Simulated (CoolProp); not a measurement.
A single-stage vapour-compression cycle with the fluid: evaporating at 298.15 K (dew point), condensing at 335.15 K (bubble point), superheat 5 K, subcooling 5 K, compressor efficiency 0.65, no pressure losses. The same conditions are run with several fluids, on thermodynamics alone (safety and materials aside).

The numbers come from the reference Helmholtz-energy equation of state of each fluid (cyclopropane: Polt 1992; benzene: Thol 2012; C3F8 (R218): Lemmon 2006; CH2F2 (R32): Tillner-Roth 1997; chloromethane (R40): Thol 2014; R143a: Lemmon and Jacobsen 2000) in CoolProp. The equations of Platzer and Polt are older, rougher fits.

Q: Rank cyclopropane, benzene, C3F8 (R218), CH2F2 (R32), chloromethane (R40), R143a by cooling COP, highest first.

A: benzene (4.88), chloromethane (R40) (4.58), cyclopropane (4.51), CH2F2 (R32) (3.89), R143a (3.66), C3F8 (R218) (3.15)

```
fluid                pressure ratio  discharge temperature (K)  refrigerating effect (kJ/kg)  volumetric capacity (kJ/m³)
-------------------  --------------  -------------------------  ----------------------------  ---------------------------
cyclopropane                   2.42                      362.4                           334                         4610
benzene                        4.42                      369.5                           382                          151
C3F8 (R218)                    2.45                      337.8                          40.6                         3340
CH2F2 (R32)                    2.43                      377.6                           211                         9570
chloromethane (R40)            2.58                      390.0                           325                         4190
R143a                          2.38                      352.5                           108                         5970
```
